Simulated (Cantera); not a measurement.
Cantera run:

```python
import numpy as np
import cantera as ct

gas_names = [...]  # 92 gases of nasa_gas.yaml made of C, H, N
cond_names = """
    C(gr) C6H6(L) C7H8(L) C8H18(L),n-octa
""".split()


# ... load() reads the species with a 1 bar reference pressure and builds the phases ...
atoms = {
    'CH4': {'C': 1, 'H': 4},
    'H2': {'H': 2},
    'N2': {'N': 2},
    'NH3': {'N': 1, 'H': 3},
}
top_T = {'C(gr)': 4500}  # K; cautious upper limits of use, not melting points


# ... equilibrate(T, P, feed) seeds the gas with the atoms and calls Mixture.equilibrate('TP', solver="vcs", rtol=1e-11, max_steps=5000) ...
results = []
feed = {'CH4': 1, 'H2': 17, 'N2': 0.18, 'NH3': 2.9}  # mol
P = 100000  # Pa
for T in [2375, 2425, 2475, 2525, 2575, 2625, 2675, 2725, 2775, 2825, 2875, 2925, 2975]:
    mix = equilibrate(T, P, feed)
    results.append((T, P, feed, dict(zip(mix.species_names, mix.species_moles))))

top = {s: max(r[3][s] / sum(r[3][g] for g in gas_names) for r in results) for s in gas_names}
cols = sorted((s for s in top if top[s] > 0.001), key=lambda s: -top[s])[:9]
seen = [c for c in cond_names if any(r[3].get(c, 0) > 1e-12 for r in results)]
print("log10 of partial pressures in bar; condensed amounts in mol")
print(f"{'T/K':>10s}" + "".join(f"{s[:9]:>10s}" for s in cols + seen))
for T, P, feed, n in results:
    ng = sum(n[g] for g in gas_names)
    print(f"{T:10.4g}" + "".join(f"{np.log10(max(n[s] / ng * P / 1e5, 1e-99)):10.3f}" for s in cols)
          + "".join(f"{n.get(c, 0):10.4g}" for c in seen))
```

Result:

```
log10 of partial pressures in bar; condensed amounts in mol
       T/K        H2         H        N2       HCN C2H2,acet       HNC     C(gr)
      2375    -0.041    -1.871    -1.234    -1.930    -2.248    -2.928    0.3836
      2425    -0.044    -1.769    -1.242    -1.877    -2.151    -2.847    0.2654
      2475    -0.047    -1.671    -1.250    -1.826    -2.059    -2.770    0.1293
      2525    -0.051    -1.578    -1.258    -1.785    -1.987    -2.704         0
      2575    -0.054    -1.487    -1.261    -1.782    -1.994    -2.677         0
      2625    -0.057    -1.401    -1.264    -1.780    -2.003    -2.652         0
      2675    -0.061    -1.317    -1.267    -1.778    -2.011    -2.628         0
      2725    -0.066    -1.238    -1.270    -1.777    -2.020    -2.605         0
      2775    -0.071    -1.161    -1.274    -1.777    -2.030    -2.585         0
      2825    -0.078    -1.088    -1.277    -1.777    -2.041    -2.565         0
      2875    -0.085    -1.018    -1.282    -1.778    -2.052    -2.547         0
      2925    -0.093    -0.951    -1.287    -1.780    -2.064    -2.531         0
      2975    -0.102    -0.886    -1.292    -1.783    -2.077    -2.516         0
```

Method: chemical equilibrium by Gibbs-energy minimisation in Cantera with the NASA 1993 tables (ideal gas, pure condensed phases).
